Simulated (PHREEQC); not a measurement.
A solution holds 0.013 mol LiOH, 0.0011 mol CO2 and 0.19 mol Na2CO3 per kg of water, at 20 °C. Closed to the air; pH follows from the charge balance.

Computed with PHREEQC (ion-association model, phreeqc.dat).

| quantity | before | after |
|---|---|---|
| pH | 12.05 | 12.25 |
| ionic strength (mol/kgw) | 0.392 | 0.399 |
| Na+ (mol/kgw) | 0.284 | 0.284 |
| NaCO3- (mol/kgw) | 0.0959 | 0.0957 |
| CO3-2 (mol/kgw) | 0.0945 | 0.0949 |
| HCO3- (mol/kgw) | 0.000713 | 0.000447 |

Problem. What was changed between the two runs?
A) 0.0072 mol/kgw TMAH added
B) temperature from 20 to 60 °C
C) temperature from 20 to 35 °C
D) LiOH from 0.013 to 0.0143 mol/kgw
E) temperature from 20 to 65 °C

Solution. A, 0.0072 mol/kgw TMAH added

No solid was allowed to form. (CH3)4N+ isn't in the database: it is added as a free cation with an ion size of 4 Å.
